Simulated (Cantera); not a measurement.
Input: 1 mol SiH2Cl2, 11 mol NH3, 95 mol H2, equilibrated at 1198 K and 1200 Pa.

Equilibrium computed with Cantera from the NASA thermochemical tables; the gas is ideal and each condensed phase is pure. Candidate condensed phases: NH4Cl, Si, Si3N4; 28 gas species. Rates play no part.

Base state: H2 0.942, N2 0.0408, HCl 0.0169 (mole fractions); condensed: Si3N4(s).

Question: What changes in the equilibrium state with this change: NH3 from 11 to 0.12 mol?

Answer: 
| species | before | after |
|---|---|---|
| H2 | 0.942 | 0.980 |
| HCl | 0.0169 | 0.0186 |
| SiCl2 | 1.03e-6 | 0.000826 |
| N2 | 0.0408 | 2.23e-6 |
| SiCl4 | 2.79e-8 | 2.60e-5 |
| SiHCl3 | 4.18e-8 | 3.69e-5 |
| SiCl3 | 5.69e-8 | 4.93e-5 |
| Si3N4(s), mol | 0.333 | 0.0299 |
| Si(s), mol | 0 | 0.818 |
Mutual solubility and eutectic melting of coexisting phases are not modelled. The tables' values for SiCl3 are old estimates; treat these amounts as uncertain.

Question: What changes in the equilibrium state with this change: NH3 from 11 to 0.14 mol?

Answer: 
| species | before | after |
|---|---|---|
| H2 | 0.942 | 0.981 |
| HCl | 0.0169 | 0.0185 |
| SiCl2 | 1.03e-6 | 0.000826 |
| N2 | 0.0408 | 2.23e-6 |
| SiCl4 | 2.79e-8 | 2.59e-5 |
| SiHCl3 | 4.18e-8 | 3.69e-5 |
| SiCl3 | 5.69e-8 | 4.92e-5 |
| Si3N4(s), mol | 0.333 | 0.0349 |
| Si(s), mol | 0 | 0.803 |
Mutual solubility and eutectic melting of coexisting phases are not modelled. The tables' values for SiCl3 are old estimates; treat these amounts as uncertain.
